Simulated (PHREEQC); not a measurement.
Dissolve 0.041 mol H2SO4 per kg of water at 25 °C. Closed to the air; pH follows from the charge balance.

The numbers come from PHREEQC with the ion-association model, phreeqc.dat.

Q: The ionic strength comes out as 0.0658 mol/kgw. What activity coefficients do HSO4-, SO4-2, H+ get?

A: HSO4- 0.81, SO4-2 0.43, H+ 0.84.

This is a speciation only: nothing precipitates in the calculation.
